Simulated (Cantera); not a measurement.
Charge: 1 mol Fe2O3, 1.1 mol C, 0.074 mol CO, equilibrated at 2648 K and 950000 Pa.

Method: chemical equilibrium by Gibbs-energy minimisation in Cantera with the NASA 1993 tables (ideal gas, pure condensed phases). Candidate condensed phases: C, Fe, Fe(CO)5, FeO, Fe2O3, Fe3O4; 15 gas species. Each liquid is taken as pure. Mutual solubility and eutectic melting of coexisting phases are not modelled. The tables' stoichiometric FeO is somewhat more stable than real wüstite, so its field is too wide. FeO: taken at fixed stoichiometry. Equilibrium is a limit: real reactors are often held back by kinetics, nucleation or transport.

Base state: CO 0.922, CO2 0.0692, Fe 0.00849, FeO 0.000267, O 1.76e-5 (mole fractions); condensed: Fe(l) + FeO(l).

Q: What changes in the equilibrium state with this change: C from 1.1 to 5.4 mol?

A: 
```
species             before    after
----------------  --------  -------
CO                   0.922    0.991
Fe                 0.00849  0.00849
CO2                 0.0692  2.44e-5
FeO               0.000267  8.76e-8
O                  1.76e-5  5.77e-9
Fe(l), mol           0.172     1.97
FeO(l), mol           1.82        0
C(graphite), mol         0     2.40
```
Iron dissolves carbon and melts from about 1420 K in contact with it, which pure phases cannot show. Condensed phases not in the tables: cementite and carbon dissolved in iron.

Q: What changes in the equilibrium state with this change: pressure from 950000 Pa to 140000 Pa?

A: 
```tsv
species	before	after
CO	0.922	0.875
CO2	0.0692	0.0656
Fe	0.00849	0.0576
FeO	0.000267	0.00181
O2	3.53e-6	2.39e-5
O	1.76e-5	0.000119
Fe(l), mol	0.172	0.110
FeO(l), mol	1.82	1.82
```
